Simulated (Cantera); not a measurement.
Input: 1 mol SiH₄, 1 mol H₂O, 6.4 mol H₂, equilibrated at 1525 °C and 1.00 bar.

Cantera equilibrium calculation (NASA polynomials, part measured and part estimated; ideal gas, pure solids and liquids). Candidate condensed phases: H₂O, Si, SiO₂; 18 gas species. Each liquid is taken as pure. Mutual solubility and eutectic melting of coexisting phases are not modelled. The tables hold silica as quartz up to 1696 K and as liquid above; real silica turns to tridymite and cristobalite and melts near 1996 K. Gases not in the tables: Si₂H₆ and higher silanes. The numbers say what is thermodynamically allowed, not how fast it happens.

Base state: H₂ 0.958, SiO 0.0412, H 0.000345, H₂O 4.92e-5, SiH₂ 2.83e-5 (mole fractions); condensed: Si(l) + SiO₂(condensed).

Task: What changes in the equilibrium state with this change: temperature from 1525 °C to 627 °C?

Result: 
```csv
species,before,after
H₂,0.958,1.00
SiO,0.0412,<1e-9
H,0.000345,<1e-9
H₂O,4.92e-5,<1e-9
SiH₂,2.83e-5,<1e-9
"Si(l), mol",0.298,0
"SiO₂(condensed), mol",0.298,0
"Si(s), mol",0,0.500
"SiO₂(β-quartz), mol",0,0.500
```
